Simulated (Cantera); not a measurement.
# NO annealing gas

An isothermal, constant-pressure homogeneous reactor starts with 68.0 % NO, 32.0 % N2, at 2025 K and 10.00 Torr.

Computed with Cantera and GRI-Mech 3.0 (53 species, 325 reactions). Radical loss at walls, strong at low pressure, is not modelled.

```json
[
 {"t (s)": "2.00e-5", "x NO": "0.680", "x O2": "2.67e-11", "x O": "1.72e-7", "x N2O": "1.71e-7", "x N2": "0.320", "x NO2": "1.70e-11"},
 {"t (s)": "8.60e-5", "x NO": "0.680", "x O2": "4.90e-10", "x O": "7.38e-7", "x N2O": "7.36e-7", "x N2": "0.320", "x NO2": "3.10e-10"},
 {"t (s)": "0.000369", "x NO": "0.680", "x O2": "9.20e-9", "x O": "3.18e-6", "x N2O": "3.14e-6", "x N2": "0.320", "x NO2": "5.67e-9"},
 {"t (s)": "0.00159", "x NO": "0.680", "x O2": "1.70e-7", "x O": "1.39e-5", "x N2O": "1.32e-5", "x N2": "0.320", "x NO2": "9.52e-8"},
 {"t (s)": "0.00682", "x NO": "0.680", "x O2": "3.39e-6", "x O": "6.41e-5", "x N2O": "5.13e-5", "x N2": "0.320", "x NO2": "1.26e-6"},
 {"t (s)": "0.0293", "x NO": "0.680", "x O2": "8.05e-5", "x O": "0.000320", "x N2O": "0.000144", "x N2": "0.320", "x NO2": "8.38e-6"},
 {"t (s)": "0.126", "x NO": "0.676", "x O2": "0.00155", "x O": "0.000962", "x N2O": "0.000163", "x N2": "0.322", "x NO2": "1.85e-5"},
 {"t (s)": "0.541", "x NO": "0.655", "x O2": "0.0116", "x O": "0.00129", "x N2O": "0.000138", "x N2": "0.332", "x NO2": "2.92e-5"},
 {"t (s)": "2.33", "x NO": "0.554", "x O2": "0.0618", "x O": "0.00203", "x N2O": "8.27e-5", "x N2": "0.382", "x NO2": "5.40e-5"},
 {"t (s)": "10.0", "x NO": "0.201", "x O2": "0.237", "x O": "0.00349", "x N2O": "8.30e-6", "x N2": "0.558", "x NO2": "4.03e-5"}
]
```
x: mole fraction; the columns are a selection and need not sum to one.

Equilibrium at this temperature and pressure: NO 0.00944, O2 0.333, O 0.00406, N2O 5.57e-8, N2 0.654, NO2 2.27e-6 (gas phase only).
